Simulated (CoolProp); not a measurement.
Vapour-liquid equilibrium of ethane (1) + n-butane (2) at 0.0282 MPa; x and y are mole fractions of (1).

Model: multi-fluid Helmholtz-energy mixture model, Bücker 2006 and Bücker 2006; pair parameters Kunz 2012, in CoolProp.

| x | bubble temperature, mixture model (K) | bubble temperature, Raoult's law (K) | y, mixture model | y, Raoult's law |
|---|---|---|---|---|
| 0.05 | 218.4 | 217.1 | 0.759 | 0.782 |
| 0.2 | 190.4 | 190.4 | 0.974 | 0.975 |
| 0.35 | 179.9 | 180.3 | 0.992 | 0.992 |
| 0.5 | 173.9 | 174.3 | 0.997 | 0.997 |
| 0.65 | 169.9 | 170.2 | 0.999 | 0.999 |
| 0.8 | 166.9 | 167.0 | 0.999 | 0.999 |
| 0.95 | 164.5 | 164.5 | 1.000 | 1.000 |

The largest gap from Raoult's law is +1.3 K in bubble temperature, at x = 0.05. No azeotrope shows between x = 0.05 and 0.95.

The pair parameters rest on a limited set of measurements; away from them the model extrapolates. The gap from Raoult's law changes sign with composition, which may be real or a fault of the pair parameters; it wasn't checked against measurements.
